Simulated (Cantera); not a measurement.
Feed: 1 mol Fe2O3, 3.8 mol CH4, 0.022 mol CO, equilibrated at 1575 K and 0.00160 bar.

These are equilibrium values from Cantera (NASA tables, ideal gas, pure condensed phases), not measurements of a reactor. Candidate condensed phases: C, C6H6, C7H8, C8H18, Fe, Fe(CO)5, FeO, Fe(OH)2, Fe(OH)3, Fe2O3, Fe3O4, H2O; 114 gas species. Iron dissolves carbon and melts from about 1420 K in contact with it, which pure phases cannot show. Condensed phases not in the tables: cementite and carbon dissolved in iron. Rates play no part.

Base state: H2 0.714, CO 0.284, H 0.000878, Fe 0.000427, C2H2 (acetylene) 1.51e-5 (mole fractions); condensed: C(graphite) + Fe(γ).

Problem. What changes in the equilibrium state with this change: Fe2O3 replaced by MgO?

Solution. 
| species | before | after |
|---|---|---|
| H2 | 0.714 | 0.789 |
| CO | 0.284 | 0.106 |
| Mg | 0 | 0.104 |
| Fe | 0.000427 | 0 |
| MgH | 0 | 4.12e-5 |
| C2H2 (acetylene) | 1.51e-5 | 1.66e-5 |
| H | 0.000878 | 0.000923 |
| C(graphite), mol | 0.800 | 2.80 |
| Fe(γ), mol | 2.00 | 0 |
The tables' values for MgH are old estimates; treat these amounts as uncertain. Further candidate phases: Mg, MgCO3, MgO, Mg(OH)2.

Problem. What changes in the equilibrium state with this change: pressure from 0.00160 bar to 8.80 bar?

Solution. 
| species | before | after |
|---|---|---|
| H2 | 0.714 | 0.705 |
| CO | 0.284 | 0.285 |
| CH4 | 1.49e-6 | 0.00795 |
| H2O | 3.33e-7 | 0.00181 |
| Fe | 0.000427 | 7.76e-8 |
| CO2 | 4.57e-8 | 0.000253 |
| C2H4 | 2.40e-9 | 1.29e-5 |
| H | 0.000878 | 1.18e-5 |
| C2H2 (acetylene) | 1.51e-5 | 1.49e-5 |
| C(graphite), mol | 0.800 | 0.737 |
| Fe(γ), mol | 2.00 | 2.00 |
